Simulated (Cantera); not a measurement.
Input: 1 mol Si3N4, 0.2 mol C, 0.06 mol H2, equilibrated at 1825 °C and 750 Torr.

These are equilibrium values from Cantera (NASA tables, ideal gas, pure condensed phases), not measurements of a reactor. Candidate condensed phases: C, C6H6, C7H8, C8H18, Si, SiC, Si3N4; 105 gas species. Mutual solubility and eutectic melting of coexisting phases are not modelled. The tables' values for SiN are old estimates; treat these amounts as uncertain. Gases not in the tables: Si2H6 and higher silanes. Kinetics and transport are ignored.

What is the equilibrium state?


```json
{
  "x(N2)": "0.688",
  "x(H2)": "0.309",
  "x(H)": "0.00171",
  "x(HCN)": "0.000873",
  "x(Si)": "0.000114",
  "x(HNC)": "5.88e-5",
  "x(SiH2)": "4.86e-5",
  "x(SiH)": "3.45e-5",
  "x(Si2N)": "2.06e-5",
  "n(SiC(s))": "0.200 mol",
  "n(Si3N4(s))": "0.933 mol",
  "gas_amount": "0.1934 mol",
  "log10 activity of Si(l) (absent)": "-0.06",
  "log10 activity of C(graphite) (absent)": "-1.05"
}
```
